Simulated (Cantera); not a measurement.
Charge: 1 mol Si₃H₈, 0.67 mol HCl, a varied amount of H₂, held at 1450 K and 1.00 Torr.

Equilibrium computed with Cantera from the NASA thermochemical tables; the gas is ideal and each condensed phase is pure. Candidate condensed phases: Si; 19 gas species. The feed counts by its element totals alone. The tables' values for SiCl₃ are old estimates; treat these amounts as uncertain. Rates play no part.

log p: log10 of the partial pressure in bar; n: condensed amount in mol.

```tsv
n(H₂) (mol)	log p H₂	log p HCl	log p SiCl₂	log p H	log p SiCl₃	log p Cl	n Si(s)
7.4	-2.90	-4.24	?	-6.47	-7.34	-7.90	2.93
14	-2.89	-4.40	?	-6.47	-7.83	-8.07	2.95
26	-2.88	-4.59	?	-6.47	-8.40	-8.26	2.96
50	-2.88	-4.82	?	-6.46	-9.10	-8.49	2.98
94	-2.88	-5.06	?	-6.46	-9.83	-8.73	2.99
180	-2.88	-5.33	?	-6.46	-10.63	-9.00	2.99
340	-2.88	-5.59	?	-6.46	-11.43	-9.27	2.99
```

Q: Some entries are withheld; supply them.

A: 
- 7.4, log p SiCl₂: -5.09
- 14, log p SiCl₂: -5.42
- 26, log p SiCl₂: -5.80
- 50, log p SiCl₂: -6.26
- 94, log p SiCl₂: -6.75
- 180, log p SiCl₂: -7.28
- 340, log p SiCl₂: -7.82
